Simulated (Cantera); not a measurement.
What does this Cantera script print?

```python
import numpy as np
import cantera as ct

gas = ct.Solution("gri30.yaml")
gas.TPX = 1248, 26000, {'CH4': 1, 'CO2': 0.52}
reactor = ct.IdealGasConstPressureReactor(gas, energy="off", clone=False)
net = ct.ReactorNet([reactor])
net.rtol, net.atol = 1e-08, 1e-18
show = ['CH4', 'CO2', 'C2H4', 'CH2O', 'HO2']
times = np.geomspace(0.0002, 100, 10)

steps = ct.SolutionArray(gas, extra=["t"])
rows = []
print(f"{'t/s':>10s}{'T/K':>9s}{'P/Pa':>11s}" + "".join(f"{s:>11s}" for s in show))
for t in times:
    while net.time < t:
        t_next = net.step()
        steps.append(gas.state, t=t_next)
    rows.append([np.interp(t, steps.t, y) for y in (steps.T, steps.P, *steps(*show).X.T)])
    print(f"{t:10.3e}{rows[-1][0]:9.1f}{rows[-1][1]:11.4g}" + "".join(f"{x:11.3e}" for x in rows[-1][2:]))
rate = np.gradient(steps.T, steps.t)
print("integrator steps:", len(steps.t))
if steps.T.max() > steps.T[0] + 200:
    print(f"time of steepest temperature rise: {steps.t[rate.argmax()]:.4e} s")
gas.TPX = 1248, 26000, {'CH4': 1, 'CO2': 0.52}
gas.equilibrate("TP")
print(f"equilibrium (TP): T = {gas.T:.1f} K  " + "  ".join(f"{s} {gas[s].X[0]:.3e}" for s in show))
```

Output:

```
       t/s      T/K       P/Pa        CH4        CO2       C2H4       CH2O        HO2
 2.000e-04   1248.0    2.6e+04  6.579e-01  3.421e-01  2.259e-13  3.389e-15  1.101e-22
 8.595e-04   1248.0    2.6e+04  6.579e-01  3.421e-01  2.057e-11  2.399e-13  2.842e-22
 3.694e-03   1248.0    2.6e+04  6.579e-01  3.421e-01  1.621e-09  1.774e-11  3.397e-22
 1.587e-02   1248.0    2.6e+04  6.579e-01  3.421e-01  7.607e-08  8.006e-10  3.196e-22
 6.822e-02   1248.0    2.6e+04  6.579e-01  3.421e-01  8.605e-07  7.650e-09  3.334e-22
 2.932e-01   1248.0    2.6e+04  6.577e-01  3.421e-01  7.678e-06  3.788e-08  4.155e-22
 1.260e+00   1248.0    2.6e+04  6.572e-01  3.421e-01  1.028e-04  1.141e-07  9.790e-22
 5.415e+00   1248.0    2.6e+04  6.538e-01  3.416e-01  8.885e-04  1.473e-07  4.880e-21
 2.327e+01   1248.0    2.6e+04  6.376e-01  3.377e-01  1.957e-03  1.301e-07  2.989e-20
 1.000e+02   1248.0    2.6e+04  5.763e-01  3.154e-01  3.454e-03  9.202e-08  1.765e-19
integrator steps: 1139
equilibrium (TP): T = 1248.0 K  CH4 1.544e-01  CO2 1.396e-06  C2H4 5.703e-03  CH2O 2.146e-08  HO2 5.410e-29
```

Cantera simulation using GRI-Mech 3.0 (53 species, 325 reactions); the numbers are that mechanism's predictions, not measurements. GRI-Mech 3.0 stops at C3 and has no aromatics, soot or wall deposition, so with more carbon than oxygen in the feed, carbon stays in small species such as C2H2 where larger ones or solid carbon would form.
